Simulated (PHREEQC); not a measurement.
Solution (20 °C): 0.0038 mol/kgw HF, 0.0002 mol/kgw (NH4)2SiF6, 0.00015 mol/kgw HBF4 and 0.071 mol/kgw HCl. Closed to the air; pH follows from the charge balance.

All values are PHREEQC results (ion-association model, wateq4f.dat), not measurements.

| quantity | before | after |
|---|---|---|
| pH | 1.22 | 2.18 |
| HF (mol/kgw) | 0.00440 | 0.000498 |
| H3BO3 (mol/kgw) | 9.67e-5 | 1.50e-5 |
| F- (mol/kgw) | 6.94e-5 | 6.04e-5 |
| H4SiO4 (mol/kgw) | 6.69e-5 | 2.00e-5 |
| SI of Quartz (SiO2) | -0.11 | -0.64 |

Q: Name the change that produced these shifts.
A. temperature from 20 to 25 °C
B. HBF4 from 0.00015 to 0.000225 mol/kgw
C. diluted 10-fold with water
D. HCl replaced by FeCl3 at the same molality

A: C, diluted 10-fold with water

This is a speciation only: nothing precipitates in the calculation. SiF6-2 is the database's only silicon fluoride. Real BF4- forms and hydrolyses slowly; the run takes it at equilibrium.
